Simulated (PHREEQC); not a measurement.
**Acid rinse or clean: an equilibrium model**

Dissolve 0.01 mol H2SO4, 0.17 mol CaCl2 and 0.011 mol KCl per kg of water at 85 °C. Closed to the air; pH follows from the charge balance.

The numbers come from PHREEQC with the ion-association model, wateq4f.dat.

This is a speciation only: nothing precipitates in the calculation.

### Question
Estimate the pH, activity of water.

### Answer
pH 1.93; activity of water 0.991.

### Question
In which forms is S present?

### Answer
CaSO4 36 %, HSO4- 30 %, SO4-2 21 %, CaHSO4+ 12 %, KSO4- 0.6 % of the S.

Complexes and solids missing from the database can't appear. At this temperature some constants are extrapolated from 25 °C, and those without enthalpy data are left unchanged.
